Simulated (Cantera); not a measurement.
## Thermodynamics of nitride etching, feed BN + O2

Input: 1 mol BN, a varied amount of O2, at 11.0 Pa.

Equilibrium computed with Cantera from the NASA thermochemical tables; the gas is ideal and each condensed phase is pure. Candidate condensed phases: B, BN, B2O3; 17 gas species. Mutual solubility and eutectic melting of coexisting phases are not modelled. Equilibrium is a limit: real reactors are often held back by kinetics, nucleation or transport.

Stable condensed phases:

```
T in K \ n(O2) in mol
         0.7 1.8   3 4.1 5.3 6.4 7.6 8.7 9.8  11  12  13
   2050    A   A   A   A   A   A   A   A   A   A   A   A
   1950    A   A   A   A   A   A   A   A   A   A   A   A
   1850    A   A   A   A   A   A   A   A   A   A   A   A
   1750    A   A   A   A   A   A   A   A   A   A   A   A
   1650    A   A   A   A   A   A   A   A   A   A   A   A
   1550    A   A   A   A   A   A   A   A   A   A   A   A
   1450    B   C   C   C   C   C   A   A   A   A   A   A
   1350    B   C   C   C   C   C   C   C   C   C   C   C
   1250    B   C   C   C   C   C   C   C   C   C   C   C
   1150    B   C   C   C   C   C   C   C   C   C   C   C
   1050    B   C   C   C   C   C   C   C   C   C   C   C
    950    B   C   C   C   C   C   C   C   C   C   C   C
    850    B   C   C   C   C   C   C   C   C   C   C   C
    750    B   C   C   C   C   C   C   C   C   C   C   C
```

A: gas only; B: BN + B2O3; C: B2O3.
